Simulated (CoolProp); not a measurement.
Carbon dioxide at 293.15 K and 3.43 MPa is compressed adiabatically to 8.08 MPa with isentropic efficiency 0.75. Each further row changes one setting.

The numbers come from the reference Helmholtz-energy equation of state, Span 1996 in CoolProp.

```json
[
 {"case": "as stated", "work (kJ/kg)": "(withheld)", "final temperature (K)": "(withheld)", "final density (kg/m³)": "(withheld)"},
 {"case": "efficiency 1", "work (kJ/kg)": "41.0", "final temperature (K)": "(withheld)", "final density (kg/m³)": "153"},
 {"case": "efficiency 0.65", "work (kJ/kg)": "(withheld)", "final temperature (K)": "(withheld)", "final density (kg/m³)": "(withheld)"}
]
```

Question: Some entries are withheld; supply them.

Answer: 
- as stated, work (kJ/kg): 54.7
- as stated, final temperature (K): 371.4
- as stated, final density (kg/m³): 144
- efficiency 1, final temperature (K): 361.5
- efficiency 0.65, work (kJ/kg): 63.1
- efficiency 0.65, final temperature (K): 377.7
- efficiency 0.65, final density (kg/m³): 140
